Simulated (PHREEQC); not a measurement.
0.37 g of hydrous ferric oxide (600 m²/g; 0.2 weak and 0.005 strong sites per Fe, Dzombak-Morel constants, diffuse double layer) in 1 kg of water with 0.001 mol/kgw of an inert sodium salt and 2.2e-05 mol NiCl2, at 25 °C; the pH is set by adding NaOH or the inert anion's acid. O2 is buffered at 0.21 atm. The system is closed to CO2. No solid was allowed to form.

Base run: PHREEQC, ion-association model, wateq4f.dat. Each further column changes one thing. The table gives surface potential ψ (mV).

```csv
pH,base,background salt from 0.001 to 0.0001 mol/kgw,oxide from 0.37 to 1.9 g/kgw,0.0019 mol/kgw ZnSO4 added
4,209,?,204,75
5,169,?,167,71
6,120,123,119,64
7,66,?,64,75
8,9,9,7,91
9,-48,-49,-51,?
10,-104,-107,?,?
11,-152,-155,?,-31
12,-174,-175,-174,-104
```

Task: Complete the blanks.

Result: 
- 4, background salt from 0.001 to 0.0001 mol/kgw: 220
- 5, background salt from 0.001 to 0.0001 mol/kgw: 176
- 7, background salt from 0.001 to 0.0001 mol/kgw: 67
- 9, 0.0019 mol/kgw ZnSO4 added: 82
- 10, oxide from 0.37 to 1.9 g/kgw: -106
- 10, 0.0019 mol/kgw ZnSO4 added: 30
- 11, oxide from 0.37 to 1.9 g/kgw: -154

 In at least one series the solution becomes supersaturated in solids that the run did not let form, among them Zincite(c), Zn4(OH)6SO4, Zn5(OH)8Cl2, Ni(OH)2.
